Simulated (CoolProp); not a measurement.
Model: reference Helmholtz-energy equation of state, de Reuck 1990, in CoolProp.

Task: For fluorine, give the phase and the density (kg/m³), cp (kJ/(kg K)), fugacity coefficient at 150 K and 3.49 MPa; 150 K and 6.11 MPa; 150 K and 11.4 MPa.

Result: 
- 150 K and 3.49 MPa: gas; density 139, cp 1.28, fugacity coefficient 0.809
- 150 K and 6.11 MPa: supercritical; density 427, cp 6.98, fugacity coefficient 0.662
- 150 K and 11.4 MPa: supercritical; density 957, cp 2.20, fugacity coefficient 0.434
